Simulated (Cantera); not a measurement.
A closed system holds: 1 mol AlCl3, 0.73 mol N2O, 9.7 mol H2, held at 0.100 bar.

Method: chemical equilibrium by Gibbs-energy minimisation in Cantera with the NASA 1993 tables (ideal gas, pure condensed phases). Candidate condensed phases: Al, AlCl3, AlN, Al2O3, H2O, NH4Cl; 45 gas species. The tables' values for AlCl2 are old estimates; treat these amounts as uncertain. Kinetics and transport are ignored. All values below are at 1600 °C.

Base state: H2 0.721, HCl 0.173, N2 0.0608, AlCl 0.0212, AlCl3 0.0118, AlCl2 0.00989, H 0.00173, Cl 0.000315 (mole fractions); condensed: Al2O3(s).

Q: What changes in the equilibrium state with this change: pressure from 0.100 bar to 0.0280 bar?

A: 
```json
[
 {"species": "H2", "before": "0.721", "after": "0.707"},
 {"species": "HCl", "before": "0.173", "after": "0.186"},
 {"species": "N2", "before": "0.0608", "after": "0.0603"},
 {"species": "AlCl", "before": "0.0212", "after": "0.0293"},
 {"species": "AlCl3", "before": "0.0118", "after": "0.00541"},
 {"species": "Cl", "before": "0.000315", "after": "0.000646"},
 {"species": "H", "before": "0.00173", "after": "0.00324"},
 {"species": "AlOCl", "before": "1.19e-5", "after": "2.15e-5"},
 {"species": "H2O", "before": "0.000228", "after": "0.000290"},
 {"species": "Al2O3(s), mol", "before": "0.242", "after": "0.242"}
]
```
